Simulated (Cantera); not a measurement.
A closed system holds: 1 mol HgO, 0.4 mol H2, held at 548 K.

Method: chemical equilibrium by Gibbs-energy minimisation in Cantera with the NASA 1993 tables (ideal gas, pure condensed phases). Candidate condensed phases: H2O, Hg, HgO; 10 gas species. Kinetics and transport are ignored.

Problem. Which condensed phases are stable at each of these points (P (Pa)): 10, 42, 180, 750, 3200, 13000, 56000, 240000, 1000000?

Solution. 
```json
[
 {"P (Pa)": "10", "condensed phases": "gas only", "Hg condensed (%)": "0.0"},
 {"P (Pa)": "42", "condensed phases": "gas only", "Hg condensed (%)": "0.0"},
 {"P (Pa)": "180", "condensed phases": "gas only", "Hg condensed (%)": "0.0"},
 {"P (Pa)": "750", "condensed phases": "gas only", "Hg condensed (%)": "0.0"},
 {"P (Pa)": "3200", "condensed phases": "HgO(s)", "Hg condensed (%)": "59.4"},
 {"P (Pa)": "13000", "condensed phases": "HgO(s)", "Hg condensed (%)": "60.0"},
 {"P (Pa)": "56000", "condensed phases": "Hg(l) + HgO(s)", "Hg condensed (%)": "80.5"},
 {"P (Pa)": "240000", "condensed phases": "Hg(l) + HgO(s)", "Hg condensed (%)": "96.7"},
 {"P (Pa)": "1000000", "condensed phases": "Hg(l) + HgO(s)", "Hg condensed (%)": "99.3"}
]
```

From 10.0 Pa to 750 Pa nothing is condensed. From 3200 Pa to 13000 Pa the condensed part is HgO(s). From 56000 Pa to 1000000 Pa the condensed part is Hg(l) + HgO(s).
